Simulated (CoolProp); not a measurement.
Cyclohexane along the isobar 7.11 MPa: Z from the reference equation and from simpler models built on Tc = 280.5 °C, pc = 4.081 MPa, ω = 0.209; each cubic takes its own stable root.

The numbers come from the reference Helmholtz-energy equation of state, Zhou 2014 in CoolProp.

```
T (°C)          phase  reference
------  -------------  ---------
231.95         liquid     0.2552
245.35         liquid     0.2582
258.85         liquid     0.2630
272.25         liquid     0.2702
285.75  supercritical     0.2813
299.15  supercritical     0.2988
312.65  supercritical     0.3286
326.05  supercritical     0.3781
339.55  supercritical     0.4430
```

Q: How far does each simpler model (van der Waals, Redlich-Kwong, Soave-Redlich-Kwong, Peng-Robinson) lie from the reference over these 9 states: mean and median of the absolute difference, and the worst?

A: 
- van der Waals: mean 32.2 %, median 38.5 %, worst +48.1 % at 231.95 °C and 7.11 MPa
- Redlich-Kwong: mean 11.5 %, median 13.4 %, worst +14.8 % at 285.75 °C and 7.11 MPa
- Soave-Redlich-Kwong: mean 13.8 %, median 13.8 %, worst +17.3 % at 312.65 °C and 7.11 MPa
- Peng-Robinson: mean 4.0 %, median 4.2 %, worst +7.8 % at 312.65 °C and 7.11 MPa
